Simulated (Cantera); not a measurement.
Feed: 1 mol SiCl4, 15 mol O2, at 327 °C and 9.40 mbar.

Equilibrium computed with Cantera from the NASA thermochemical tables; the gas is ideal and each condensed phase is pure. Candidate condensed phases: Si, SiO2; 15 gas species. The numbers say what is thermodynamically allowed, not how fast it happens.

Base state: O2 0.875, Cl2 0.125 (mole fractions); condensed: SiO2(α-quartz).

Question: What changes in the equilibrium state with this change: temperature from 327 °C to 1350 °C?

Answer: 
```tsv
species	before	after
O2	0.875	0.793
Cl	7.13e-8	0.186
Cl2	0.125	0.0204
O	<1e-9	0.000175
ClO	2.32e-9	0.000341
SiO2(α-quartz), mol	1.00	0
SiO2(β-quartz), mol	0	1.00
```
The tables hold silica as quartz up to 1696 K and as liquid above; real silica turns to tridymite and cristobalite and melts near 1996 K.
